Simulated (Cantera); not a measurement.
Standard-state values (1 bar) from the NASA 1993 polynomials, evaluated with Cantera. Values are per mole of reaction as written; species without (g) are pure solids or liquids, kept so even where they would boil at 1 bar.

2 NO₂(g) + Al₂Cl₆(g) → 2 O₂(g) + 3 Cl₂(g) + 2 AlN, with ΔH° = 591.4 kJ and ΔS° = 164.3 J/K at 300 K.

Task: How far is the shortcut ΔG° ≈ ΔH°(300 K) − T·ΔS°(300 K) from the full temperature-dependent value at 850, 925, 1000, 1075, 1150, 1225, 1300 K?

Result: 
```
T (K)  shortcut (kJ)  full (kJ)  difference (kJ)  difference in log10 K
-----  -------------  ---------  ---------------  ---------------------
850            451.7      454.8             -3.1                   0.19
925            439.4      443.2             -3.8                   0.22
1000           427.0      431.6             -4.6                   0.24
1075           414.7      420.1             -5.4                   0.26
1150           402.4      408.6             -6.2                   0.28
1225           390.1      397.1             -7.0                   0.30
1300           377.7      385.7             -7.9                   0.32
```
The shortcut ignores the heat-capacity change of the reaction.
